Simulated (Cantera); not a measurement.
A closed system holds: 1 mol MgO, 44 mol HF, 2.4 mol N₂, at 1000 K and 1.00 Pa.

Method: chemical equilibrium by Gibbs-energy minimisation in Cantera with the NASA 1993 tables (ideal gas, pure condensed phases). Candidate condensed phases: H₂O, Mg, MgF₂, MgO, Mg(OH)₂; 50 gas species. The numbers say what is thermodynamically allowed, not how fast it happens.

Base state: HF 0.925, N₂ 0.0529, H₂O 0.0220 (mole fractions); condensed: MgF₂(s).

Task: What changes in the equilibrium state with this change: temperature from 1000 K to 1500 K?

Result: 
| species | before | after |
|---|---|---|
| HF | 0.925 | 0.905 |
| N₂ | 0.0529 | 0.0517 |
| MgF₂ | 1.46e-6 | 0.0215 |
| H₂O | 0.0220 | 0.0207 |
| H | <1e-9 | 0.000145 |
| MgF | <1e-9 | 2.47e-5 |
| O | <1e-9 | 2.34e-5 |
| OH | 3.66e-8 | 0.000126 |
| MgF₂(s), mol | 1.000 | 0 |
